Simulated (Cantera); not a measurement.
Feed: 1 mol SiH₂Cl₂, 28 mol NH₃, 4 mol H₂, at 625 °C and 1.00 bar.

Equilibrium computed with Cantera from the NASA thermochemical tables; the gas is ideal and each condensed phase is pure. Candidate condensed phases: NH₄Cl, Si, Si₃N₄; 28 gas species. Equilibrium is a limit: real reactors are often held back by kinetics, nucleation or transport.

Base state: H₂ 0.750, N₂ 0.217, HCl 0.0326, NH₃ 0.000373 (mole fractions); condensed: Si₃N₄(s).

Task: What changes in the equilibrium state with this change: NH₃ from 28 to 0.41 mol?

Result: 
```csv
species,before,after
H₂,0.750,0.904
SiCl₄,2.66e-6,0.0534
SiHCl₃,1.70e-7,0.0359
N₂,0.217,<1e-9
HCl,0.0326,0.00374
SiH₂Cl₂,1.03e-9,0.00228
NH₃,0.000373,<1e-9
SiCl₃,<1e-9,0.000152
SiH₃Cl,<1e-9,3.54e-5
"Si₃N₄(s), mol",0.333,0.102
"Si(s), mol",0,0.136
```
The tables' values for SiCl₃ are old estimates; treat these amounts as uncertain.
